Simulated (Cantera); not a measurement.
# Equilibrium for carbon deposition, reforming and gasification: acetone + NH₃

Feed: 1 mol acetone, 0.68 mol NH₃, at 750 Torr.

These are equilibrium values from Cantera (NASA tables, ideal gas, pure condensed phases), not measurements of a reactor. Candidate condensed phases: C, C₆H₆, C₇H₈, C₈H₁₈, H₂O; 169 gas species. Ions and electrons are included (thermal ionisation). The feed counts by its element totals alone. The numbers say what is thermodynamically allowed, not how fast it happens.

```tsv
T (K)	log p H₂	log p H	log p CO	log p C	log p N₂	log p C₂H₂ (acetylene)	log p HCN	log p C₃	log p C₂	log p C₂H	log p CN	n C(graphite)
2000	-0.13	-2.85	-0.73	-10.52	-1.21	-3.24	-2.50	-10.56	-11.63	-7.69	-6.85	1.97
2500	-0.15	-1.67	-0.73	-6.78	-1.26	-2.11	-1.85	-6.30	-7.34	-4.78	-4.62	1.83
3000	-0.23	-0.92	-0.76	-4.30	-1.39	-1.44	-1.51	-3.51	-4.50	-2.89	-3.18	1.32
3500	-0.48	-0.47	-0.83	-2.58	-1.59	-1.25	-1.47	-1.68	-2.58	-1.74	-2.26	0
4000	-0.85	-0.22	-0.94	-1.68	-1.63	-2.07	-1.86	-1.49	-1.93	-1.75	-1.91	0
4500	-1.39	-0.16	-1.01	-1.13	-1.66	-3.25	-2.44	-1.80	-1.73	-2.18	-1.78	0
5000	-1.92	-0.15	-1.04	-0.88	-1.68	-4.66	-3.13	-2.59	-1.93	-2.95	-1.85	0
```
log p: log10 of the partial pressure in bar; n: condensed amount in mol.

From 2000 K to 3000 K the condensed part is C(graphite). From 3500 K to 5000 K nothing is condensed. The main C-bearing gas is CO at 2000 K and C at 5000 K.
